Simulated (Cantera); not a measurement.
A Cantera script and what it prints.

```python
import numpy as np
import cantera as ct

gas_names = """
    O2 H2S
""".split()
cond_names = """
    Fe(OH)3(s) S(cr1) S(cr2) S(L) FeSO4(s)
""".split()


# ... load() reads the species with a 1 bar reference pressure and builds the phases ...
species = {s.name: s for s in load("nasa_gas.yaml", gas_names) + load("nasa_condensed.yaml", cond_names)}
# Each term lists the table entries of one substance; the one whose range holds T is used.
reactions = {
    '2 Fe(OH)3 + O2(g) + 5 S = 2 FeSO4 + 3 H2S(g)':
        [(-2, ['Fe(OH)3(s)']), (-1, ['O2']), (-5, ['S(cr1)', 'S(cr2)', 'S(L)']), (2, ['FeSO4(s)']), (3, ['H2S'])],
}


def pick(names, T):
    return next(species[n] for n in names if species[n].thermo.min_temp <= T <= species[n].thermo.max_temp)


results = []
for label, terms in reactions.items():
    print(label)
    print("     T/K   dH/kJ  dS/(J/K)   dG/kJ   log10 K")
    for T in [475, 500, 525, 550, 575, 600, 625, 650, 675, 700, 725]:
        used = [(nu, pick(names, T)) for nu, names in terms]
        dH = sum(nu * s.thermo.h(T) for nu, s in used) / 1e6
        dS = sum(nu * s.thermo.s(T) for nu, s in used) / 1e3
        dG = dH - T * dS / 1e3
        logK = -dG * 1e6 / (ct.gas_constant * T * np.log(10))
        results.append((label, T, dH, dS, dG, logK, [s.name for _, s in used]))
        print(f"{T:8g} {dH:8.1f} {dS:8.1f} {dG:8.1f} {logK:8.2f}")
```

Output:

```
2 Fe(OH)3 + O2(g) + 5 S = 2 FeSO4 + 3 H2S(g)
     T/K   dH/kJ  dS/(J/K)   dG/kJ   log10 K
     475   -278.6    222.0   -384.1    42.23
     500   -281.8    215.5   -389.5    40.69
     525   -284.9    209.4   -394.8    39.28
     550   -287.9    203.9   -400.0    37.99
     575   -290.6    199.0   -405.0    36.79
     600   -293.2    194.6   -409.9    35.69
     625   -295.5    190.8   -414.8    34.66
     650   -297.7    187.4   -419.5    33.71
     675   -299.6    184.4   -424.1    32.82
     700   -301.5    181.8   -428.7    31.99
     725   -303.2    179.3   -433.2    31.21
```

Source: NASA polynomial tables (part measured, part estimated), evaluated in Cantera. Condensed species are held in their standard states even where they would react or evaporate.
